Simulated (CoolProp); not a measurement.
Vapour-liquid equilibrium of toluene (1) + o-xylene (2) at 0.0399 MPa; x and y are mole fractions of (1).

Model: multi-fluid Helmholtz-energy mixture model, Lemmon 2006 and Zhou 2012; pair parameters Bell 2016, in CoolProp.

| x | bubble temperature (K) | y at the bubble point | dew temperature at overall composition x (K) | liquid density (mol/L) |
|---|---|---|---|---|
| 0.05 | 383.1 | 0.119 | 384.5 | 7.595 |
| 0.15 | 378.6 | 0.319 | 382.4 | 7.720 |
| 0.25 | 374.4 | 0.478 | 380.2 | 7.844 |
| 0.35 | 370.7 | 0.602 | 377.8 | 7.967 |
| 0.45 | 367.3 | [?] | 375.2 | [?] |
| 0.55 | 364.3 | 0.780 | 372.3 | 8.213 |
| 0.65 | 361.6 | 0.844 | 369.1 | 8.336 |
| 0.75 | 359.2 | [?] | [?] | 8.461 |
| 0.85 | 357.0 | 0.943 | 361.4 | 8.587 |
| 0.95 | 354.9 | 0.982 | 356.6 | [?] |

Question: Fill in the missing entries.

Answer: 
- 0.45, y at the bubble point: 0.701
- 0.45, liquid density (mol/L): 8.090
- 0.75, y at the bubble point: 0.897
- 0.75, dew temperature at overall composition x (K): 365.5
- 0.95, liquid density (mol/L): 8.715

No azeotrope shows between x = 0.05 and 0.95.

Pair parameters are fitted to limited data, so mixtures are less certain than the pure fluids.
